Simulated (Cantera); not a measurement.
**Equilibrium for boron, boron nitride and boron oxide: B2O3 + H2O + N2**

Feed: 1 mol B2O3, 0.96 mol H2O, 0.15 mol N2.

Equilibrium computed with Cantera from the NASA thermochemical tables; the gas is ideal and each condensed phase is pure. Candidate condensed phases: B, BN, B2O3, B3O3H3, H2O; 39 gas species. Gases not in the tables: H3BO3. Equilibrium is a limit: real reactors are often held back by kinetics, nucleation or transport.

Stable condensed phases:

```
T in °C \ P in Pa
             10     28     77    220    600   1700   4600  13000  36000 100000
   1477       A      A      A      A      A      B      B      B      B      B
   1427       A      A      A      A      B      B      B      B      B      B
   1377       A      A      A      A      B      B      B      B      B      B
   1327       A      A      A      B      B      B      B      B      B      B
   1277       A      A      B      B      B      B      B      B      B      B
   1227       A      B      B      B      B      B      B      B      B      B
   1177       B      B      B      B      B      B      B      B      B      B
   1127       B      B      B      B      B      B      B      B      B      B
   1077       B      B      B      B      B      B      B      B      B      B
   1027       B      B      B      B      B      B      B      B      B      B
```

A: gas only; B: B2O3.
